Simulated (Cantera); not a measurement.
Input: 1 mol SiH4, 17 mol NH3, 3.8 mol N2, equilibrated at 7.50 Torr.

These are equilibrium values from Cantera (NASA tables, ideal gas, pure condensed phases), not measurements of a reactor. Candidate condensed phases: Si, Si3N4; 18 gas species. Kinetics and transport are ignored. All values below are at 1098 K.

Base state: H2 0.703, N2 0.297 (mole fractions); condensed: Si3N4(s).

What changes in the equilibrium state with this change: SiH4 replaced by SiHCl3?


```csv
species,before,after
H2,0.703,0.626
N2,0.297,0.297
HCl,0,0.0766
"Si3N4(s), mol",0.333,0.333
```
Further candidate phases: NH4Cl.
